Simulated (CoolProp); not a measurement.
Vapour-liquid equilibrium of R13 (1) + propylene (2) at 218.2 K; x and y are mole fractions of (1).

The numbers come from the multi-fluid Helmholtz-energy mixture model, Platzer 1990 and Lemmon 2013; pair parameters Bell 2016 in CoolProp. This equation is an older, rougher fit; its heat capacities, sound speeds and derivatives of the liquid may be far off and weren't checked against measurements.

Q: Give the bubble pressure and the first vapour's composition at x = 0.2, 0.65, 0.8. Is there an azeotrope?

A: x = 0.2: 1.689 bar, y = 0.637; x = 0.65: 2.804 bar, y = 0.866; x = 0.8: 3.078 bar, y = 0.916. No azeotrope shows between x = 0.05 and 0.95.

The pair parameters rest on a limited set of measurements; away from them the model extrapolates.
